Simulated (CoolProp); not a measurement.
A Linde-Hampson liquefier for CF4 (R14): isothermal reversible compression at 300 K from 1 atm to 10 MPa, throttling to 1 atm, return gas leaving the recuperator 0 K below the feed. Each further row changes one setting.

Computed with CoolProp (reference Helmholtz-energy equation of state, Platzer 1990). This equation is an older, rougher fit; its heat capacities, sound speeds and derivatives of the liquid may be far off and weren't checked against measurements.

```tsv
case	liquid yield per pass	compression work (kJ/kg of gas)
as stated	0.185	121
high pressure 20 MPa	(withheld)	(withheld)
warm-end temperature 330 K	0.129	(withheld)
warm-end gap 5 K	(withheld)	121
```

**Question.** Some entries are withheld; supply them.

**Answer.** 
- high pressure 20 MPa, liquid yield per pass: 0.274
- high pressure 20 MPa, compression work (kJ/kg of gas): 135
- warm-end temperature 330 K, compression work (kJ/kg of gas): 136
- warm-end gap 5 K, liquid yield per pass: 0.172
